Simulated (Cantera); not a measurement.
An adiabatic, constant-volume homogeneous reactor starts with CH₄ : O₂ : N₂ : CO₂ = 1 : 1.18 : 4.42 : 1.8 (molar parts), at 1725 K and 3750 Torr. Integrator tolerance rtol = 1e-08.

Detailed kinetics in Cantera: GRI-Mech 3.0 (53 species, 325 reactions).

### Question
What does this change do: N2 4.42 to 3.1 parts?

### Answer
```tsv
quantity	before	after
time of steepest temperature rise	74.0 µs	61.8 µs
temperature at 3.00 s	2743 K	2826 K
equilibrium temperature	2743 K	2826 K
x(CH₄) at 3.00 s	1.88e-12 (gas-phase equilibrium 2.19e-12)	2.54e-12 (gas-phase equilibrium 2.99e-12)
x(O₂) at 3.00 s	0.00144 (gas-phase equilibrium 0.00144)	0.00257 (gas-phase equilibrium 0.00257)
x(CO₂) at 3.00 s	0.146 (gas-phase equilibrium 0.146)	0.167 (gas-phase equilibrium 0.167)
x(H₂O₂) at 3.00 s	2.32e-7 (gas-phase equilibrium 2.32e-7)	4.24e-7 (gas-phase equilibrium 4.24e-7)
x(HCN) at 3.00 s	5.08e-8 (gas-phase equilibrium 5.08e-8)	6.19e-8 (gas-phase equilibrium 6.19e-8)
x(OH) at 3.00 s	0.00652 (gas-phase equilibrium 0.00652)	0.00984 (gas-phase equilibrium 0.00984)
x(HO₂) at 3.00 s	1.41e-6 (gas-phase equilibrium 1.41e-6)	2.81e-6 (gas-phase equilibrium 2.81e-6)
```

### Question
What does this change do: initial temperature 1725 to 1448 K?

### Answer
```json
[
 {"quantity": "time of steepest temperature rise", "before": "74.0 µs", "after": "1.04 ms"},
 {"quantity": "temperature at 3.00 s", "before": "2743 K", "after": "2553 K"},
 {"quantity": "equilibrium temperature", "before": "2743 K", "after": "2553 K"},
 {"quantity": "x(CH₄) at 3.00 s", "before": "1.88e-12 (gas-phase equilibrium 2.19e-12)", "after": "4.70e-12 (gas-phase equilibrium 5.29e-12)"},
 {"quantity": "x(O₂) at 3.00 s", "before": "0.00144 (gas-phase equilibrium 0.00144)", "after": "0.000254 (gas-phase equilibrium 0.000254)"},
 {"quantity": "x(CO₂) at 3.00 s", "before": "0.146 (gas-phase equilibrium 0.146)", "after": "0.153 (gas-phase equilibrium 0.153)"},
 {"quantity": "x(H₂O₂) at 3.00 s", "before": "2.32e-7 (gas-phase equilibrium 2.32e-7)", "after": "7.25e-8 (gas-phase equilibrium 7.25e-8)"},
 {"quantity": "x(HCN) at 3.00 s", "before": "5.08e-8 (gas-phase equilibrium 5.08e-8)", "after": "5.53e-8 (gas-phase equilibrium 5.53e-8)"},
 {"quantity": "x(OH) at 3.00 s", "before": "0.00652 (gas-phase equilibrium 0.00652)", "after": "0.00245 (gas-phase equilibrium 0.00245)"},
 {"quantity": "x(HO₂) at 3.00 s", "before": "1.41e-6 (gas-phase equilibrium 1.41e-6)", "after": "2.55e-7 (gas-phase equilibrium 2.55e-7)"}
]
```
